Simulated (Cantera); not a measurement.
## Ignition delay

Mixture: 16.6 % CH4, 17.5 % O2, 65.9 % N2, equivalence ratio 1.9, at 0.987 atm, adiabatic and at constant pressure. Ignition delay is the time to a rise of 400 K.

Computed with Cantera and GRI-Mech 3.0 (53 species, 325 reactions).

```json
[
 {"T0 (K)": "1248", "delay (ms)": "33.6"},
 {"T0 (K)": "1323", "delay (ms)": "12.5"},
 {"T0 (K)": "1398", "delay (ms)": "4.94"},
 {"T0 (K)": "1473", "delay (ms)": "2.09"},
 {"T0 (K)": "1548", "delay (ms)": "0.951"},
 {"T0 (K)": "1623", "delay (ms)": "0.471"},
 {"T0 (K)": "1698", "delay (ms)": "0.253"}
]
```

The apparent activation energy between 1548 and 1698 K is 190 kJ/mol.
